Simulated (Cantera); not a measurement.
Feed: 1 mol Al, 0.9 mol O₂, 50 mol N₂, at 2198.15 K and 0.0133 bar.

Method: chemical equilibrium by Gibbs-energy minimisation in Cantera with the NASA 1993 tables (ideal gas, pure condensed phases). Candidate condensed phases: Al, AlN, Al₂O₃; 16 gas species. Kinetics and transport are ignored.

Base state: N₂ 0.996, O₂ 0.00183, NO 0.00132, O 0.000991 (mole fractions); condensed: Al₂O₃(s).

Question: What changes in the equilibrium state with this change: O₂ from 0.9 to 27 mol?

Answer: 
```csv
species,before,after
N₂,0.996,0.644
O₂,0.00183,0.328
NO,0.00132,0.0142
O,0.000991,0.0133
"Al₂O₃(s), mol",0.500,0.500
```
